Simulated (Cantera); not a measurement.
Standard-state values (1 bar) from the NASA 1993 polynomials, evaluated with Cantera. Values are per mole of reaction as written; species without (g) are pure solids or liquids, kept so even where they would boil at 1 bar.

O2(g) + 2 Ba + 2 H2O(g) ⇌ 2 Ba(OH)2, with ΔH° = -1408.9 kJ and ΔS° = -493.0 J/K at 300 K.

Task: How far is the shortcut ΔG° ≈ ΔH°(300 K) − T·ΔS°(300 K) from the full temperature-dependent value at 1950, 2000, 2050, 2100, 2150 K?

Result: 
```json
[
 {"T (K)": "1950", "shortcut (kJ)": "-447.6", "full (kJ)": "-645.6", "difference (kJ)": "198.0", "difference in log10 K": "-5.30", "condensed phases": "Ba(l), Ba(OH)2(l)"},
 {"T (K)": "2000", "shortcut (kJ)": "-422.9", "full (kJ)": "-629.7", "difference (kJ)": "206.8", "difference in log10 K": "-5.40", "condensed phases": "Ba(l), Ba(OH)2(l)"},
 {"T (K)": "2050", "shortcut (kJ)": "-398.3", "full (kJ)": "-613.9", "difference (kJ)": "215.6", "difference in log10 K": "-5.49", "condensed phases": "Ba(l), Ba(OH)2(l)"},
 {"T (K)": "2100", "shortcut (kJ)": "-373.6", "full (kJ)": "-598.2", "difference (kJ)": "224.6", "difference in log10 K": "-5.59", "condensed phases": "Ba(l), Ba(OH)2(l)"},
 {"T (K)": "2150", "shortcut (kJ)": "-349.0", "full (kJ)": "-582.6", "difference (kJ)": "233.6", "difference in log10 K": "-5.67", "condensed phases": "Ba(l), Ba(OH)2(l)"}
]
```
The shortcut ignores heat capacities and the phase changes listed.
